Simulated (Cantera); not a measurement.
A Cantera script and what it prints.

```python
import numpy as np
import cantera as ct

gas_names = [...]  # 45 gases of nasa_gas.yaml made of Al, Cl, H, N, O
cond_names = """
    AL(cr) AL(L) ALCL3(s) ALCL3(L) ALN(s) AL2O3(a) AL2O3(L) H2O(s) H2O(L) NH4CL(a) NH4CL(b)
""".split()


# ... load() reads the species with a 1 bar reference pressure and builds the phases ...
atoms = {
    'AlCl3': {'AL': 1, 'CL': 3},
    'H2O': {'H': 2, 'O': 1},
    'N2': {'N': 2},
}
top_T = {'ALN(s)': 2750}  # K; cautious upper limits of use, not melting points


# ... equilibrate(T, P, feed) seeds the gas with the atoms and calls Mixture.equilibrate('TP', solver="vcs", rtol=1e-11, max_steps=5000) ...
results = []
T = 2048  # K
P = 1333.22  # Pa
for m in [15, 24, 37, 58, 91, 140, 220, 350, 550, 860]:
    feed = {'AlCl3': 1, 'H2O': 1.1, 'N2': m}  # mol
    mix = equilibrate(T, P, feed)
    results.append((T, P, feed, dict(zip(mix.species_names, mix.species_moles))))

top = {s: max(r[3][s] / sum(r[3][g] for g in gas_names) for r in results) for s in gas_names}
cols = sorted((s for s in top if top[s] > 0.0001), key=lambda s: -top[s])[:9]
seen = [c for c in cond_names if any(r[3].get(c, 0) > 1e-12 for r in results)]
print("log10 of partial pressures in bar; condensed amounts in mol")
print(f"{'n(N2)':>10s}" + "".join(f"{s[:9]:>10s}" for s in cols + seen))
for T, P, feed, n in results:
    ng = sum(n[g] for g in gas_names)
    print(f"{feed['N2']:10.4g}" + "".join(f"{np.log10(max(n[s] / ng * P / 1e5, 1e-99)):10.3f}" for s in cols)
          + "".join(f"{n.get(c, 0):10.4g}" for c in seen))
```

Output:

```
log10 of partial pressures in bar; condensed amounts in mol
     n(N2)        N2       HCL        CL      ALCL     ALCL3        H2     ALCL2         H     ALOCL  AL2O3(a)
        15    -1.950    -2.821    -3.474    -4.116    -4.165    -4.253    -4.264    -4.777    -5.403     0.364
        24    -1.925    -3.004    -3.589    -4.196    -4.474    -4.390    -4.459    -4.845    -5.506    0.3636
        37    -1.909    -3.182    -3.704    -4.289    -4.798    -4.515    -4.667    -4.908    -5.614    0.3631
        58    -1.897    -3.374    -3.833    -4.406    -5.173    -4.642    -4.913    -4.971    -5.739    0.3626
        91    -1.890    -3.573    -3.970    -4.543    -5.584    -4.767    -5.187    -5.033    -5.876     0.362
       140    -1.885    -3.770    -4.107    -4.690    -6.003    -4.887    -5.470    -5.093    -6.015    0.3614
       220    -1.881    -3.981    -4.254    -4.855    -6.464    -5.015    -5.783    -5.158    -6.169    0.3606
       350    -1.879    -4.204    -4.408    -5.035    -6.951    -5.154    -6.117    -5.227    -6.331    0.3597
       550    -1.878    -4.427    -4.559    -5.216    -7.435    -5.296    -6.449    -5.298    -6.493    0.3586
       860    -1.877    -4.653    -4.710    -5.399    -7.920    -5.445    -6.783    -5.373    -6.654    0.3573
```

Method: chemical equilibrium by Gibbs-energy minimisation in Cantera with the NASA 1993 tables (ideal gas, pure condensed phases). The tables' values for AlCl2 are old estimates; treat these amounts as uncertain.
